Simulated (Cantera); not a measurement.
Cantera with NASA thermochemical tables; ideal gases at 1 bar, condensed phases pure. Values are per mole of reaction as written; species without (g) are pure solids or liquids, kept so even where they would boil at 1 bar.

### Question
Between 573 and 1023 K, where is each reaction favourable under standard conditions?
- 2 S + 3 SiF4(g) ⇌ 3 Si(g) + 2 SF6(g)
- 2 Si + 2 SF4(g) ⇌ S2(g) + 2 SiF4(g)

### Answer
- 2 S + 3 SiF4(g) ⇌ 3 Si(g) + 2 SF6(g): ΔG° is 3657 kJ at 573 K and 3590 kJ at 1023 K; it stays positive (K < 1). ΔH° is 3739 kJ and ΔS° 146 J/K at 1023 K.
- 2 Si + 2 SF4(g) ⇌ S2(g) + 2 SiF4(g): ΔG° is -1663 kJ at 573 K and -1726 kJ at 1023 K; it stays negative (K > 1). ΔH° is -1589 kJ and ΔS° 133 J/K at 1023 K.
